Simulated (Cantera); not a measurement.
Input: 1 mol SiH₂Cl₂, 0.13 mol HCl, 28 mol N₂, held at 0.0170 bar.

Equilibrium computed with Cantera from the NASA thermochemical tables; the gas is ideal and each condensed phase is pure. Candidate condensed phases: NH₄Cl, Si, Si₃N₄; 28 gas species. N₂ is the only nitrogen source here; it is nearly inert below about 1500 K, so the nitride shown seldom forms there in practice. The tables' values for SiCl₃ are old estimates; treat these amounts as uncertain. The numbers say what is thermodynamically allowed, not how fast it happens. All values below are at 1123 K.

Base state: N₂ 0.932, HCl 0.0533, H₂ 0.00953, SiCl₄ 0.00469, SiCl₃ 8.00e-5, SiCl₂ 1.70e-5, SiHCl₃ 1.44e-5 (mole fractions); condensed: Si₃N₄(s).

Question: What changes in the equilibrium state with this change: HCl from 0.13 to 0.73 mol?

Answer: 
```tsv
species	before	after
N₂	0.932	0.915
HCl	0.0533	0.0657
H₂	0.00953	0.0126
SiCl₄	0.00469	0.00622
SiHCl₃	1.44e-5	2.05e-5
SiCl₃	8.00e-5	9.93e-5
SiCl₂	1.70e-5	1.97e-5
Si₃N₄(s), mol	0.286	0.270
```
